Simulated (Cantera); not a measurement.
Equilibrium for silicon epitaxy and polysilicon growth: SiH₂Cl₂ + Cl₂ + H₂

Charge: 1 mol SiH₂Cl₂, 0.012 mol Cl₂, a varied amount of H₂, equilibrated at 727 °C and 700 Pa.

Method: chemical equilibrium by Gibbs-energy minimisation in Cantera with the NASA 1993 tables (ideal gas, pure condensed phases). Candidate condensed phases: Si; 19 gas species. The tables' values for SiCl₃ are old estimates; treat these amounts as uncertain. Rates play no part.

From 7.6 mol H₂ to 83 mol H₂ the condensed part is Si(s). The main Si-bearing gas is SiCl₄ throughout. The share of Si in condensed phases is highest at 83 mol H₂ (76.6 %) and lowest at 7.6 mol H₂ (53.5 %).

```tsv
n(H₂) (mol)	log p H₂	log p SiCl₄	log p HCl	log p SiHCl₃	n Si(s)
7.6	-2.19	-3.56	-3.65	-4.25	0.535
10	-2.19	-3.69	-3.68	-4.34	0.547
14	-2.18	-3.85	-3.72	-4.46	0.566
19	-2.17	-4.00	-3.76	-4.57	0.587
25	-2.17	-4.15	-3.79	-4.69	0.610
34	-2.17	-4.34	-3.84	-4.82	0.642
46	-2.17	-4.53	-3.88	-4.97	0.679
61	-2.16	-4.73	-3.93	-5.12	0.718
83	-2.16	-4.98	-3.99	-5.30	0.766
```
log p: log10 of the partial pressure in bar; n: condensed amount in mol.
